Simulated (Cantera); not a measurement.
Thermodynamics of chlorosilane synthesis and conversion, feed SiCl₄ + HCl + H₂

Feed: 1 mol SiCl₄, 2.1 mol HCl, 0.69 mol H₂, held at 425 °C and 0.133 bar.

Method: chemical equilibrium by Gibbs-energy minimisation in Cantera with the NASA 1993 tables (ideal gas, pure condensed phases). Candidate condensed phases: Si; 19 gas species. Rates play no part.

- x(HCl): 0.554
- x(SiCl₄): 0.264
- x(H₂): 0.182
- x(SiHCl₃): 1.72e-5
- gas amount: 3.790 mol
- log10 activity of Si(s) (absent): -13.25
